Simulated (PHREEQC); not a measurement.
A solution holds 0.0029 mol/kgw FeCl3, 4.7e-05 mol/kgw NiCl2 and 0.26 mol/kgw H2SO4, at 25 °C. Closed to the air; pH follows from the charge balance.

Equilibrium calculation in PHREEQC: ion-association model, wateq4f.dat.

Task: The ionic strength comes out as 0.327 mol/kgw. What activity coefficients do FeSO4+, Ni+2, SO4-2, HSO4-, FeHSO4+2 get?

Result: FeSO4+ 0.71, Ni+2 0.29, SO4-2 0.24, HSO4- 0.70, FeHSO4+2 0.29.

No solid was allowed to form.
